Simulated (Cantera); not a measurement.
Feed: 1 mol SiO2, 0.06 mol N2, held at 0.0555 Torr.

These are equilibrium values from Cantera (NASA tables, ideal gas, pure condensed phases), not measurements of a reactor. Candidate condensed phases: Si, SiO2, Si2N2O, Si3N4; 16 gas species. The tables hold silica as quartz up to 1696 K and as liquid above; real silica turns to tridymite and cristobalite and melts near 1996 K. Kinetics and transport are ignored.

Q: Which condensed phases are stable at each of these points (T (K)): 1923, 1948, 1973, 1998, 2023, 2048, 2073?

A: 
| T (K) | condensed phases | Si condensed (%) |
|---|---|---|
| 1923 | SiO2(condensed) | 99.7 |
| 1948 | SiO2(condensed) | 99.6 |
| 1973 | SiO2(condensed) | 99.4 |
| 1998 | SiO2(l) | 99.0 |
| 2023 | SiO2(l) | 98.3 |
| 2048 | SiO2(l) | 96.9 |
| 2073 | SiO2(l) | 93.0 |

From 1923 K to 1973 K the condensed part is SiO2(condensed). From 1998 K to 2073 K the condensed part is SiO2(l).
